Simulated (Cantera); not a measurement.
Thermodynamics of silicon etching in halogen gases, feed Si + HBr + H₂

Feed: 1 mol Si, 30 mol HBr, 0.16 mol H₂, at 1330 Pa.

Cantera equilibrium calculation (NASA polynomials, part measured and part estimated; ideal gas, pure solids and liquids). Candidate condensed phases: Br₂, Si; 19 gas species. The tables' values for SiBr₃ are old estimates; treat these amounts as uncertain. Equilibrium is a limit: real reactors are often held back by kinetics, nucleation or transport.

```json
[
 {"T (°C)": "350", "x HBr": "0.892", "x H₂": "0.0741", "x SiBr₄": "0.0343", "x Br": "1.84e-9"},
 {"T (°C)": "450", "x HBr": "0.892", "x H₂": "0.0741", "x SiBr₄": "0.0343", "x Br": "1.02e-7"},
 {"T (°C)": "550", "x HBr": "0.892", "x H₂": "0.0741", "x SiBr₄": "0.0343", "x Br": "2.16e-6"},
 {"T (°C)": "650", "x HBr": "0.892", "x H₂": "0.0741", "x SiBr₄": "0.0343", "x Br": "2.38e-5"},
 {"T (°C)": "750", "x HBr": "0.891", "x H₂": "0.0741", "x SiBr₄": "0.0343", "x Br": "0.000165"},
 {"T (°C)": "850", "x HBr": "0.891", "x H₂": "0.0744", "x SiBr₄": "0.0341", "x Br": "0.000809"},
 {"T (°C)": "950", "x HBr": "0.888", "x H₂": "0.0749", "x SiBr₄": "0.0335", "x Br": "0.00306"},
 {"T (°C)": "1050", "x HBr": "0.881", "x H₂": "0.0755", "x SiBr₄": "0.0305", "x Br": "0.00945"}
]
```
x: gas mole fraction; nothing condenses.

From 350 °C to 1050 °C nothing is condensed. The main Si-bearing gas is SiBr₄ throughout.
